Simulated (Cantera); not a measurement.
Cantera run, input and output.

```python
import numpy as np
import cantera as ct

gas = ct.Solution("gri30.yaml")
gas.TPX = 1825, 680, {'CH4': 5.8, 'H2': 14}
inlet = ct.Reservoir(gas, clone=True)

reactor = ct.IdealGasConstPressureReactor(gas, energy="off", clone=False)
exhaust = ct.Reservoir(gas, clone=True)
tau = [12, 5.1, 2.2, 0.91, 0.39, 0.16, 0.069, 0.029, 0.012, 0.0053][0]
for a, b in ((inlet, reactor), (reactor, exhaust)):
    ct.MassFlowController(a, b, mdot=lambda t: reactor.mass / tau)
net = ct.ReactorNet([reactor])
show = ['CH4', 'H2', 'C2H2', 'CH2', 'C2H6', 'H', 'CH3']

rows = []
print(f"{'tau/s':>10s}{'T/K':>9s}" + "".join(f"{s:>11s}" for s in show))
for tau in [12, 5.1, 2.2, 0.91, 0.39, 0.16, 0.069, 0.029, 0.012, 0.0053]:
    net.initial_time = 0.0
    net.advance(30 * tau)
    before = gas.X
    net.advance(40 * tau)
    drift = np.max(np.abs(gas.X - before) / (gas.X + 1e-9))
    rows.append([gas.T, *gas[show].X, drift])
    print(f"{tau:10.3e}{gas.T:9.1f}" + "".join(f"{x:11.3e}" for x in gas[show].X))
```

It prints:

```
     tau/s      T/K        CH4         H2       C2H2        CH2       C2H6          H        CH3
 1.200e+01   1825.0  7.503e-03  8.785e-01  1.099e-01  2.356e-06  3.123e-07  3.479e-03  5.961e-04
 5.100e+00   1825.0  1.339e-02  8.752e-01  1.075e-01  2.931e-06  8.411e-07  2.987e-03  9.162e-04
 2.200e+00   1825.0  2.323e-02  8.693e-01  1.034e-01  3.547e-06  2.142e-06  2.581e-03  1.380e-03
 9.100e-01   1825.0  4.005e-02  8.588e-01  9.648e-02  4.257e-06  5.392e-06  2.240e-03  2.084e-03
 3.900e-01   1825.0  6.487e-02  8.433e-01  8.617e-02  4.988e-06  1.219e-05  1.973e-03  3.016e-03
 1.600e-01   1825.0  1.025e-01  8.197e-01  7.038e-02  5.741e-06  2.603e-05  1.724e-03  4.263e-03
 6.900e-02   1825.0  1.498e-01  7.901e-01  5.052e-02  6.234e-06  4.650e-05  1.486e-03  5.528e-03
 2.900e-02   1825.0  2.076e-01  7.543e-01  2.675e-02  5.943e-06  6.651e-05  1.185e-03  6.351e-03
 1.200e-02   1825.0  2.635e-01  7.211e-01  6.310e-03  3.697e-06  5.321e-05  7.441e-04  5.290e-03
 5.300e-03   1825.0  2.872e-01  7.087e-01  3.914e-04  1.069e-06  1.548e-05  3.338e-04  2.655e-03
```

Computed with Cantera and GRI-Mech 3.0 (53 species, 325 reactions). GRI-Mech 3.0 stops at C3 and has no aromatics, soot or wall deposition, so with more carbon than oxygen in the feed, carbon stays in small species such as C2H2 where larger ones or solid carbon would form. Radical loss at walls, strong at low pressure, is not modelled.
